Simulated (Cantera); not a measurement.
Cantera run:

```python
import numpy as np
import cantera as ct

gas_names = """
    H HNO HNO2 HNO3 HO2 H2 H2O H2O2 N NH NH2 NH3 NH2OH NO NO2 NO3 N2 N2H2 N2H4 N2O O OH O2 O3 Si SiH
    SiH2 SiH3 SiH4 SiN SiO SiO2 Si2 Si2N Si3
""".split()
cond_names = """
    H2O(s) H2O(L) Si(cr) Si(L) SiO2(Lqz) SiO2(hqz) SiO2(L) Si2N2O(s) Si3N4(a)
""".split()


# ... load() reads the species with a 1 bar reference pressure and builds the phases ...
atoms = {
    'Si3N4': {'Si': 3, 'N': 4},
    'N2O': {'N': 2, 'O': 1},
    'H2': {'H': 2},
}
top_T = {'Si2N2O(s)': 2100, 'Si3N4(a)': 2400}  # K; cautious upper limits of use, not melting points


# ... equilibrate(T, P, feed) seeds the gas with the atoms and calls Mixture.equilibrate('TP', solver="vcs", rtol=1e-11, max_steps=5000) ...
results = []
feed = {'Si3N4': 1, 'N2O': 0.1, 'H2': 5.9}  # mol
P = 120  # Pa
for T in [998, 1098, 1198, 1298, 1398, 1498, 1598, 1698, 1798, 1898]:
    mix = equilibrate(T, P, feed)
    results.append((T, P, feed, dict(zip(mix.species_names, mix.species_moles))))

top = {s: max(r[3][s] / sum(r[3][g] for g in gas_names) for r in results) for s in gas_names}
cols = sorted((s for s in top if top[s] > 1e-06), key=lambda s: -top[s])[:8]
seen = [c for c in cond_names if any(r[3].get(c, 0) > 1e-12 for r in results)]
print("log10 of partial pressures in bar; condensed amounts in mol")
print(f"{'T/K':>10s}" + "".join(f"{s[:9]:>10s}" for s in cols + seen))
for T, P, feed, n in results:
    ng = sum(n[g] for g in gas_names)
    print(f"{T:10.4g}" + "".join(f"{np.log10(max(n[s] / ng * P / 1e5, 1e-99)):10.3f}" for s in cols)
          + "".join(f"{n.get(c, 0):10.4g}" for c in seen))
```

Result:

```
log10 of partial pressures in bar; condensed amounts in mol
       T/K        H2        N2         H       SiO        Si       SiH      Si2N       Si2    Si(cr)     Si(L) Si2N2O(s)  Si3N4(a)
       998    -2.931    -4.576   -10.133   -16.188   -19.964   -19.579   -25.152   -29.389         0         0       0.1    0.9333
      1098    -2.931    -4.576    -9.072   -13.394   -16.647   -16.626   -20.914   -24.240         0         0       0.1    0.9333
      1198    -2.931    -4.576    -8.186   -11.075   -13.887   -14.171   -17.391   -19.958         0         0       0.1    0.9333
      1298    -2.931    -4.576    -7.435    -9.119   -11.557   -12.099   -14.419   -16.344         0         0       0.1    0.9333
      1398    -2.931    -4.576    -6.790    -7.448    -9.565   -10.328   -11.879   -13.255         0         0   0.09982    0.9334
      1498    -2.938    -4.341    -6.234    -6.084    -7.998    -8.958    -9.881   -10.898    0.1475         0   0.09578    0.8856
      1598    -3.045    -3.539    -5.796    -5.093    -7.029    -8.210    -8.636    -9.638     2.608         0   0.04724   0.08147
      1698    -3.061    -3.508    -5.370    -4.830    -6.183    -7.521    -7.894    -8.544         0     2.895         0         0
      1798    -3.064    -3.510    -4.985    -4.832    -5.511    -6.983    -7.410    -7.732         0     2.877         0         0
      1898    -3.073    -3.516    -4.644    -4.838    -4.911    -6.506    -6.980    -7.008         0     2.809         0         0
```

These are equilibrium values from Cantera (NASA tables, ideal gas, pure condensed phases), not measurements of a reactor. Mutual solubility and eutectic melting of coexisting phases are not modelled. The tables' values for SiN are old estimates; treat these amounts as uncertain. Gases not in the tables: Si2H6 and higher silanes.
